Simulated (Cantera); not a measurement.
An adiabatic, constant-pressure homogeneous reactor starts with CH4 : H2 : O2 : N2 = 1 : 0.77 : 1.99 : 7.47 (molar parts), equivalence ratio 1.2, at 1625 K and 20.0 bar. Integrator tolerance rtol = 1e-08.

Computed with Cantera and GRI-Mech 3.0 (53 species, 325 reactions). The pressure lies above the range GRI-Mech 3.0 was tuned for (to about 10 atm). Above 3000 K some thermodynamic fits are extrapolated.

Question: What does this change do: 0.018 parts C2H6 added?

Answer: 
| quantity | before | after |
|---|---|---|
| time of steepest temperature rise | 8.35 µs | 7.71 µs |
| temperature at 3.00 s | 3048 K | 3046 K |
| equilibrium temperature | 3048 K | 3046 K |
| x(CH4) at 3.00 s | 2.62e-12 (gas-phase equilibrium 3.12e-12) | 3.84e-12 (gas-phase equilibrium 4.54e-12) |
| x(H2) at 3.00 s | 0.0368 (gas-phase equilibrium 0.0368) | 0.0406 (gas-phase equilibrium 0.0406) |
| x(O2) at 3.00 s | 0.00389 (gas-phase equilibrium 0.00389) | 0.00312 (gas-phase equilibrium 0.00312) |
| x(HCO) at 3.00 s | 5.88e-7 (gas-phase equilibrium 5.88e-7) | 6.59e-7 (gas-phase equilibrium 6.59e-7) |
| x(CH2O) at 3.00 s | 1.53e-8 (gas-phase equilibrium 1.53e-8) | 1.81e-8 (gas-phase equilibrium 1.81e-8) |
| x(O) at 3.00 s | 0.00187 (gas-phase equilibrium 0.00187) | 0.00166 (gas-phase equilibrium 0.00166) |

Question: What does this change do: initial temperature 1625 to 1200 K?

Answer: 
```csv
quantity,before,after
time of steepest temperature rise,8.35 µs,0.204 ms
temperature at 3.00 s,3048 K,2817 K
equilibrium temperature,3048 K,2817 K
x(CH4) at 3.00 s,2.62e-12 (gas-phase equilibrium 3.12e-12),2.67e-12 (gas-phase equilibrium 3.11e-12)
x(H2) at 3.00 s,0.0368 (gas-phase equilibrium 0.0368),0.0314 (gas-phase equilibrium 0.0314)
x(O2) at 3.00 s,0.00389 (gas-phase equilibrium 0.00389),0.00120 (gas-phase equilibrium 0.00120)
x(HCO) at 3.00 s,5.88e-7 (gas-phase equilibrium 5.88e-7),2.94e-7 (gas-phase equilibrium 2.94e-7)
x(CH2O) at 3.00 s,1.53e-8 (gas-phase equilibrium 1.53e-8),1.15e-8 (gas-phase equilibrium 1.15e-8)
x(O) at 3.00 s,0.00187 (gas-phase equilibrium 0.00187),0.000452 (gas-phase equilibrium 0.000452)
```

Question: What does this change do: H2 0.77 to 1.4 parts?

Answer: 
| quantity | before | after |
|---|---|---|
| time of steepest temperature rise | 8.35 µs | 5.30 µs |
| temperature at 3.00 s | 3048 K | 3042 K |
| equilibrium temperature | 3048 K | 3042 K |
| x(CH4) at 3.00 s | 2.62e-12 (gas-phase equilibrium 3.12e-12) | 1.75e-11 (gas-phase equilibrium 2.03e-11) |
| x(H2) at 3.00 s | 0.0368 (gas-phase equilibrium 0.0368) | 0.0665 (gas-phase equilibrium 0.0665) |
| x(O2) at 3.00 s | 0.00389 (gas-phase equilibrium 0.00389) | 0.00128 (gas-phase equilibrium 0.00128) |
| x(HCO) at 3.00 s | 5.88e-7 (gas-phase equilibrium 5.88e-7) | 8.95e-7 (gas-phase equilibrium 8.95e-7) |
| x(CH2O) at 3.00 s | 1.53e-8 (gas-phase equilibrium 1.53e-8) | 3.17e-8 (gas-phase equilibrium 3.17e-8) |
| x(O) at 3.00 s | 0.00187 (gas-phase equilibrium 0.00187) | 0.00105 (gas-phase equilibrium 0.00105) |
